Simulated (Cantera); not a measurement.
Input: 1 mol Si, 0.022 mol CO2, 52 mol N2, at 1.33 mbar.

These are equilibrium values from Cantera (NASA tables, ideal gas, pure condensed phases), not measurements of a reactor. Candidate condensed phases: C, Si, SiC, SiO2, Si2N2O, Si3N4; 34 gas species. N2 is the only nitrogen source here; it is nearly inert below about 1500 K, so the nitride shown seldom forms there in practice. Mutual solubility and eutectic melting of coexisting phases are not modelled. The numbers say what is thermodynamically allowed, not how fast it happens.

Which condensed phases are stable at each of these points (T (°C)): 800, 900, 1000, 1100, 1200, 1300, 1400, 1500, 1600?


| T (°C) | condensed phases | Si condensed (%) |
|---|---|---|
| 800 | C(graphite) + Si2N2O(s) + Si3N4(s) | 100.0 |
| 900 | C(graphite) + Si2N2O(s) + Si3N4(s) | 100.0 |
| 1000 | SiC(s) + Si2N2O(s) + Si3N4(s) | 100.0 |
| 1100 | SiC(s) + Si2N2O(s) + Si3N4(s) | 100.0 |
| 1200 | SiC(s) + Si2N2O(s) + Si3N4(s) | 99.5 |
| 1300 | SiC(s) + Si3N4(s) | 97.0 |
| 1400 | SiC(s) + Si3N4(s) | 94.4 |
| 1500 | Si(l) + SiC(s) | 86.7 |
| 1600 | Si(l) + SiC(s) | 58.0 |

From 800 °C to 900 °C the condensed part is C(graphite) + Si2N2O(s) + Si3N4(s). From 1000 °C to 1200 °C the condensed part is SiC(s) + Si2N2O(s) + Si3N4(s). From 1300 °C to 1400 °C the condensed part is SiC(s) + Si3N4(s). From 1500 °C to 1600 °C the condensed part is Si(l) + SiC(s).
